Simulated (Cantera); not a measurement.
**N2O furnace oxynitridation**

A perfectly stirred reactor is fed with 97.1 % N₂O, 2.91 % H₂O, at 1.00 bar; it is held at 1623 K, and followed from long to short residence time.

Model: GRI-Mech 3.0 (53 species, 325 reactions), integrated in Cantera. GRI-Mech 3.0 was tuned for natural gas; its chemistry of N2O as a main component is partial and can be far from experiment. The temperature is held fixed by assumption; the heat of reaction is taken as removed at once.

```csv
τ (s),x N₂O,x H₂O,x O,x N₂,x O₂,x NO₂,x NO
4.3,0.00116,0.0195,2.02e-5,0.637,0.310,0.000155,0.0323
1.9,0.00255,0.0196,2.65e-5,0.631,0.305,0.000201,0.0412
0.83,0.00556,0.0196,3.57e-5,0.623,0.298,0.000266,0.0534
0.36,0.0120,0.0196,4.87e-5,0.611,0.288,0.000350,0.0685
0.16,0.0248,0.0197,6.57e-5,0.594,0.275,0.000447,0.0849
0.068,0.0519,0.0200,8.81e-5,0.568,0.258,0.000560,0.101
0.030,0.102,0.0204,0.000112,0.528,0.235,0.000673,0.112
0.013,0.195,0.0213,0.000138,0.465,0.204,0.000788,0.114
0.0057,0.340,0.0227,0.000160,0.374,0.161,0.000883,0.101
0.0025,0.524,0.0245,0.000177,0.263,0.112,0.000916,0.0751
0.0011,0.701,0.0263,0.000188,0.158,0.0665,0.000829,0.0469
```
x: mole fraction; the columns are a selection and need not sum to one.
